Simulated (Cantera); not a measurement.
A closed system holds: 1 mol C2H2, 12 mol H2, held at 2250 K and 31.0 bar.

These are equilibrium values from Cantera (NASA tables, ideal gas, pure condensed phases), not measurements of a reactor. The ideal-gas law is rough above about 30 bar. Rates play no part.

```
species             before    after
----------------  --------  -------
H2                   0.988    0.814
H                  0.00133    0.183
C2H2 (acetylene)   0.00331  0.00272
CH4                0.00716  2.09e-7
C2H4              0.000197  5.76e-9
CH3               0.000182  8.94e-7
C2H                1.76e-7  2.44e-5
C(graphite), mol      1.81     1.92
```
Gas species are given as mole fractions.

Problem. Name the change that produced these shifts.
A) temperature from 2250 K to 725 K
B) temperature from 2250 K to 1825 K
C) pressure from 31.0 bar to 1.33 mbar
D) temperature from 2250 K to 2448.15 K

Solution. C, pressure from 31.0 bar to 1.33 mbar
